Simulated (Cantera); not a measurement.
**Equilibrium for nitride etching: BN + H2O + N2**

A closed system holds: 1 mol BN, 1.4 mol H2O, 83 mol N2, equilibrated at 2.20 Pa.

Cantera equilibrium calculation (NASA polynomials, part measured and part estimated; ideal gas, pure solids and liquids). Candidate condensed phases: B, BN, B2O3, B3O3H3, H2O; 39 gas species. Mutual solubility and eutectic melting of coexisting phases are not modelled. The numbers say what is thermodynamically allowed, not how fast it happens.

```csv
T (K),x N2,x H2,x B2O3,x HBO,n BN(s),n B2O3(l)
1148,0.983,0.0164,7.04e-5,2.04e-5,0.0710,0.451
1173,0.983,0.0163,0.000169,3.89e-5,0.0725,0.437
1198,0.983,0.0163,0.000392,7.23e-5,0.0742,0.411
1223,0.982,0.0162,0.000874,0.000131,0.0758,0.360
1248,0.981,0.0160,0.00189,0.000230,0.0761,0.258
1273,0.979,0.0157,0.00394,0.000395,0.0725,0.0577
1298,0.978,0.0157,0.00453,0.000551,0.0587,0
1323,0.978,0.0157,0.00444,0.000723,0.0400,0
1348,0.978,0.0156,0.00428,0.000932,0.0162,0
1373,0.978,0.0155,0.00414,0.00108,0,0
```
x: gas mole fraction; n: condensed amount in mol.

From 1148 K to 1273 K the condensed part is BN(s) + B2O3(l). From 1298 K to 1348 K the condensed part is BN(s). At 1373 K nothing is condensed. The main B-bearing gas is HBO2 at 1148 K and B2O3 at 1373 K. The share of B in condensed phases is highest at 1148 K (97.2 %) and lowest at 1373 K (0.0 %).
